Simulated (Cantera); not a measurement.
What does this Cantera script print?

```python
import numpy as np
import cantera as ct

gas = ct.Solution("gri30.yaml")
gas.TPX = 1175, 2666, {'H2': 0.35, 'O2': 1}
reactor = ct.IdealGasConstPressureReactor(gas, energy="off", clone=False)
net = ct.ReactorNet([reactor])
net.rtol, net.atol = 1e-08, 1e-18
show = ['H2', 'O2', 'H', 'H2O2', 'O', 'H2O']
times = np.geomspace(3e-06, 7, 15)

steps = ct.SolutionArray(gas, extra=["t"])
rows = []
print(f"{'t/s':>10s}{'T/K':>9s}{'P/Pa':>11s}" + "".join(f"{s:>11s}" for s in show))
for t in times:
    while net.time < t:
        t_next = net.step()
        steps.append(gas.state, t=t_next)
    rows.append([np.interp(t, steps.t, y) for y in (steps.T, steps.P, *steps(*show).X.T)])
    print(f"{t:10.3e}{rows[-1][0]:9.1f}{rows[-1][1]:11.4g}" + "".join(f"{x:11.3e}" for x in rows[-1][2:]))
rate = np.gradient(steps.T, steps.t)
print("integrator steps:", len(steps.t))
if steps.T.max() > steps.T[0] + 200:
    print(f"time of steepest temperature rise: {steps.t[rate.argmax()]:.4e} s")
gas.TPX = 1175, 2666, {'H2': 0.35, 'O2': 1}
gas.equilibrate("TP")
print(f"equilibrium (TP): T = {gas.T:.1f} K  " + "  ".join(f"{s} {gas[s].X[0]:.3e}" for s in show))
```

It prints:

```
       t/s      T/K       P/Pa         H2         O2          H       H2O2          O        H2O
 3.000e-06   1175.0       2666  2.593e-01  7.407e-01  6.276e-10  3.305e-14  2.919e-11  4.297e-12
 8.550e-06   1175.0       2666  2.593e-01  7.407e-01  1.728e-09  2.674e-13  2.144e-10  8.334e-11
 2.437e-05   1175.0       2666  2.593e-01  7.407e-01  5.216e-09  2.172e-12  1.474e-09  1.400e-09
 6.945e-05   1175.0       2666  2.593e-01  7.407e-01  2.762e-08  1.768e-11  1.227e-08  2.492e-08
 1.979e-04   1175.0       2666  2.593e-01  7.407e-01  1.122e-06  1.518e-10  5.496e-07  1.637e-06
 5.642e-04   1175.0       2666  2.110e-01  7.156e-01  2.278e-02  3.000e-07  1.085e-02  3.414e-02
 1.608e-03   1175.0       2666  1.195e-02  6.365e-01  6.113e-02  8.547e-07  5.435e-02  2.261e-01
 4.583e-03   1175.0       2666  3.941e-03  6.843e-01  9.425e-03  1.204e-06  1.573e-02  2.809e-01
 1.306e-02   1175.0       2666  4.217e-04  7.000e-01  2.990e-04  7.732e-07  1.622e-03  2.959e-01
 3.722e-02   1175.0       2666  4.301e-05  7.017e-01  1.022e-05  2.791e-07  1.710e-04  2.975e-01
 1.061e-01   1175.0       2666  6.756e-06  7.020e-01  6.963e-07  9.655e-08  2.854e-05  2.977e-01
 3.024e-01   1175.0       2666  1.489e-06  7.021e-01  7.703e-08  3.458e-08  6.589e-06  2.978e-01
 8.618e-01   1175.0       2666  4.004e-07  7.021e-01  1.120e-08  1.253e-08  1.824e-06  2.978e-01
 2.456e+00   1175.0       2666  1.214e-07  7.021e-01  1.916e-09  4.568e-09  5.623e-07  2.979e-01
 7.000e+00   1175.0       2666  4.138e-08  7.021e-01  3.866e-10  1.758e-09  1.930e-07  2.979e-01
integrator steps: 1782
equilibrium (TP): T = 1175.0 K  H2 1.638e-08  O2 7.021e-01  H 9.672e-11  H2O2 7.769e-10  O 7.543e-08  H2O 2.979e-01
```

Model: GRI-Mech 3.0 (53 species, 325 reactions), integrated in Cantera. Radical loss at walls, strong at low pressure, is not modelled. The temperature is held fixed by assumption; the heat of reaction is taken as removed at once.
